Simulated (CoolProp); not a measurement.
Properties of R141b at several states.

Computed with CoolProp (reference Helmholtz-energy equation of state, Lemmon 2006). It is a short technical equation, of lower accuracy than the large ones.

```json
[
 {"T (°C)": "40.55", "p (bar)": "5.17", "phase": "liquid", "cv (kJ/(kg K))": "…", "Joule-Thomson coefficient (K/MPa)": "…"},
 {"T (°C)": "209.95", "p (bar)": "0.45", "phase": "gas", "cv (kJ/(kg K))": "…", "Joule-Thomson coefficient (K/MPa)": "8.706"},
 {"T (°C)": "37.25", "p (bar)": "82.2", "phase": "liquid", "cv (kJ/(kg K))": "…", "Joule-Thomson coefficient (K/MPa)": "…"},
 {"T (°C)": "116.45", "p (bar)": "14", "phase": "liquid", "cv (kJ/(kg K))": "…", "Joule-Thomson coefficient (K/MPa)": "0.02614"},
 {"T (°C)": "143.45", "p (bar)": "0.531", "phase": "gas", "cv (kJ/(kg K))": "…", "Joule-Thomson coefficient (K/MPa)": "13.19"}
]
```

### Question
What belongs in the gaps?

### Answer

- 40.55, cv (kJ/(kg K)): 0.8193
- 40.55, Joule-Thomson coefficient (K/MPa): -0.3374
- 209.95, cv (kJ/(kg K)): 0.9100
- 37.25, cv (kJ/(kg K)): 0.8185
- 37.25, Joule-Thomson coefficient (K/MPa): -0.3779
- 116.45, cv (kJ/(kg K)): 0.8918
- 143.45, cv (kJ/(kg K)): 0.8411
